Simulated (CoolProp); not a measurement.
Model: reference Helmholtz-energy equation of state, Lemmon 2006, in CoolProp. It is a short technical equation, of lower accuracy than the large ones.

Problem. For toluene, give the phase and the Z, speed of sound (m/s), isothermal compressibility (1/MPa), conductivity (mW/(m K)) at 365.6 K and 145 bar; 417.6 K and 145 bar.

Solution. 
- 365.6 K and 145 bar: liquid; Z 0.540, speed of sound 1120, isothermal compressibility 0.00126, conductivity 118
- 417.6 K and 145 bar: liquid; Z 0.502, speed of sound 952, isothermal compressibility 0.00183, conductivity 107

Thermal conductivity comes from a separate model (Assael 2012).
